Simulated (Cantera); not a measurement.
# Equilibrium for carbothermic reduction: Fe3O4 + CH4 + H2

A closed system holds: 1 mol Fe3O4, 1.1 mol CH4, 0.42 mol H2, at 927 °C and 7.50 Torr.

Cantera equilibrium calculation (NASA polynomials, part measured and part estimated; ideal gas, pure solids and liquids). Candidate condensed phases: C, C6H6, C7H8, C8H18, Fe, Fe(CO)5, FeO, Fe(OH)2, Fe(OH)3, Fe2O3, Fe3O4, H2O; 114 gas species. Mutual solubility and eutectic melting of coexisting phases are not modelled. The tables' stoichiometric FeO is somewhat more stable than real wüstite, so its field is too wide. FeO: taken at fixed stoichiometry. The numbers say what is thermodynamically allowed, not how fast it happens.

x(H2): 0.551
x(CO): 0.246
x(H2O): 0.153
x(CO2): 0.0497
x(H): 1.47e-6
n(Fe(γ)): 0.853 mol
n(FeO(s)): 2.15 mol
gas amount: 3.720 mol
log10 activity of C(graphite) (absent): -3.64
log10 activity of Fe(OH)2(s) (absent): -8.04
log10 activity of Fe(OH)3(s) (absent): -14.54
